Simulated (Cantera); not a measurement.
Input: 1 mol V, 0.14 mol N₂O, 2.2 mol N₂, 0.038 mol O₂, at 1127 °C and 0.735 Torr.

Cantera equilibrium calculation (NASA polynomials, part measured and part estimated; ideal gas, pure solids and liquids). Candidate condensed phases: V, VN, VO, V₂O₃, V₂O₄, V₂O₅; 13 gas species. Mutual solubility and eutectic melting of coexisting phases are not modelled. VN, VO: taken at fixed stoichiometry. Condensed phases not in the tables: solid solutions among these carbides, nitrides and lower oxides, V₂N. Equilibrium is a limit: real reactors are often held back by kinetics, nucleation or transport.

### Question
What is the equilibrium state?

### Answer
```json
{
  "x(N₂)": "1.00",
  "n(VN(s))": "0.784 mol",
  "n(VO(s))": "0.216 mol",
  "gas_amount": "1.948 mol",
  "log10 activity of V(s) (absent)": "-2.19",
  "log10 activity of V₂O₅(l) (absent)": "-14.59"
}
```
